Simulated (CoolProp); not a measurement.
R1336mzz(Z) along the isobar 12700 kPa: density (kg/m³) from the reference equation and from simpler models built on Tc = 171.3 °C, pc = 2904 kPa, ω = 0.386; each cubic takes its own stable root.

Values from CoolProp's reference Helmholtz-energy equation of state, McLinden 2020.

```tsv
T (°C)	phase	reference	van der Waals	Redlich-Kwong	Peng-Robinson
16.75	liquid	1421	833.6	1183	1376
26.55	liquid	1399	825.8	1167	1359
36.25	liquid	1377	818.0	1150	1340
46.05	liquid	1355	809.9	1133	1321
55.75	liquid	1332	801.9	1116	1301
65.55	liquid	1309	793.6	1099	1280
75.35	liquid	1286	785.3	1081	1259
85.05	liquid	1262	776.9	1063	1236
94.85	liquid	1238	768.4	1044	1212
```
